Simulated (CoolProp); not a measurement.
The fluid at 293.15 K and 0.371 MPa (gas) is heated at constant pressure to 311.5 K. The same conditions are run with several fluids, on thermodynamics alone (safety and materials aside).

Computed with CoolProp (reference Helmholtz-energy equation of state of each fluid (R152A: Outcalt 1996; carbonyl sulfide: Lemmon 2006; C3F8 (R218): Lemmon 2006; carbon dioxide: Span 1996; R143a: Lemmon and Jacobsen 2000)).

Q: Rank R152A, carbonyl sulfide, C3F8 (R218), carbon dioxide, R143a by heat (kJ/kg), highest first.

A: R152A (21.0), R143a (18.4), carbon dioxide (16.0), C3F8 (R218) (15.3), carbonyl sulfide (13.5)

```
fluid             final density (kg/m³)
----------------  ---------------------
R152A                              10.2
carbonyl sulfide                   8.93
C3F8 (R218)                        29.0
carbon dioxide                     6.41
R143a                              12.7
```
